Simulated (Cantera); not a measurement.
Equilibrium for boron, boron nitride and boron oxide: borazine + H₂O + H₂

Feed: 1 mol borazine, 0.41 mol H₂O, 200 mol H₂, equilibrated at 1.33 mbar.

Cantera equilibrium calculation (NASA polynomials, part measured and part estimated; ideal gas, pure solids and liquids). Candidate condensed phases: B, BN, B₂O₃, B₃O₃H₃, H₂O; 39 gas species. The feed counts by its element totals alone. Mutual solubility and eutectic melting of coexisting phases are not modelled. The numbers say what is thermodynamically allowed, not how fast it happens.

| T (K) | x H₂ | x HBO | x N₂ | x HBO₂ | x H | x H₂O | n BN(s) | n B₂O₃(l) |
|---|---|---|---|---|---|---|---|---|
| 948 | 0.999 | 5.44e-8 | 0.000640 | 2.19e-6 | 1.44e-8 | 9.35e-5 | 2.74 | 0.130 |
| 998 | 0.999 | 3.52e-7 | 0.000640 | 6.60e-6 | 5.89e-8 | 9.20e-5 | 2.74 | 0.130 |
| 1048 | 0.999 | 1.90e-6 | 0.000639 | 1.78e-5 | 2.12e-7 | 9.02e-5 | 2.74 | 0.128 |
| 1098 | 0.999 | 8.73e-6 | 0.000636 | 4.33e-5 | 6.77e-7 | 8.82e-5 | 2.74 | 0.124 |
| 1148 | 0.999 | 3.51e-5 | 0.000632 | 9.72e-5 | 1.96e-6 | 8.61e-5 | 2.74 | 0.115 |
| 1198 | 0.999 | 0.000125 | 0.000630 | 0.000203 | 5.20e-6 | 8.41e-5 | 2.74 | 0.0935 |
| 1248 | 0.998 | 0.000399 | 0.000645 | 0.000399 | 1.28e-5 | 8.28e-5 | 2.74 | 0.0429 |
| 1298 | 0.998 | 0.000873 | 0.000726 | 0.000439 | 2.93e-5 | 6.41e-5 | 2.70 | 0 |
| 1348 | 0.997 | 0.00130 | 0.000840 | 0.000255 | 6.33e-5 | 3.73e-5 | 2.66 | 0 |
| 1398 | 0.997 | 0.00164 | 0.000929 | 0.000115 | 0.000129 | 1.94e-5 | 2.62 | 0 |
| 1448 | 0.997 | 0.00183 | 0.000976 | 4.31e-5 | 0.000252 | 9.19e-6 | 2.60 | 0 |
x: gas mole fraction; n: condensed amount in mol.

From 948 K to 1248 K the condensed part is BN(s) + B₂O₃(l). From 1298 K to 1448 K the condensed part is BN(s). The main B-bearing gas is HBO₂ at 948 K and HBO at 1448 K.
